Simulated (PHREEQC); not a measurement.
## Alkaline etch or developer (model solution)

Dissolve 0.0093 mol/kgw LiOH and 0.0035 mol/kgw Na2CO3 at 20 °C. Closed to the air; pH follows from the charge balance.

Equilibrium calculation in PHREEQC: ion-association model, phreeqc.dat.

Each row changes one thing in this solution. No solid was allowed to form.

| case | pH | ionic strength (mol/kgw) | CO3-2 (mol/kgw) | NaCO3- (mol/kgw) | HCO3- (mol/kgw) | NaHCO3 (mol/kgw) |
|---|---|---|---|---|---|---|
| as made | 12.07 | 0.0194 | 0.00327 | 0.000191 | 4.42e-5 | 1.33e-7 |
| temperature from 20 to 15 °C | 12.25 | 0.0195 | 0.00332 | 0.000150 | 3.37e-5 | 1.05e-7 |
| diluted 100-fold with water | 10.21 | 0.000178 | 1.46e-5 | 1.39e-8 | 2.03e-5 | 8.00e-10 |
| diluted 5-fold with water | 11.42 | 0.00389 | 0.000642 | 9.90e-6 | 4.81e-5 | 3.39e-8 |
| temperature from 20 to 60 °C | 10.93 | 0.0179 | 0.00244 | 0.000797 | 0.000264 | 5.83e-7 |
| diluted 2-fold with water | 11.79 | 0.00974 | 0.00165 | 5.54e-5 | 4.71e-5 | 7.69e-8 |
| temperature from 20 to 5 °C | 12.64 | 0.0196 | 0.00339 | 8.90e-5 | 1.90e-5 | 6.41e-8 |

Constants without temperature data keep their 25 °C values here.
